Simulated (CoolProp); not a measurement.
Vapour-liquid equilibrium of cyclohexane (1) + o-xylene (2) at 381.6 K; x and y are mole fractions of (1).

Computed with CoolProp (multi-fluid Helmholtz-energy mixture model, Zhou 2014 and Zhou 2012; pair parameters Bell 2016).

```tsv
x	bubble pressure (MPa)	y at the bubble point	dew pressure at overall composition x (MPa)	liquid density (mol/L)
0.05	0.04810	0.299	…	7.594
0.2	0.08328	0.649	0.04292	7.680
0.35	0.1134	0.781	0.05131	7.766
0.5	0.1394	0.854	0.06367	…
0.65	…	0.904	…	7.951
0.8	0.1857	0.946	0.1195	8.053
0.95	0.2092	0.986	0.1880	8.165
```

Problem. Complete the blanks.

Solution. 
- 0.05, dew pressure at overall composition x (MPa): 0.03686
- 0.5, liquid density (mol/L): 7.856
- 0.65, bubble pressure (MPa): 0.1630
- 0.65, dew pressure at overall composition x (MPa): 0.08353

No azeotrope shows between x = 0.05 and 0.95.

Pair parameters are fitted to limited data, so mixtures are less certain than the pure fluids.
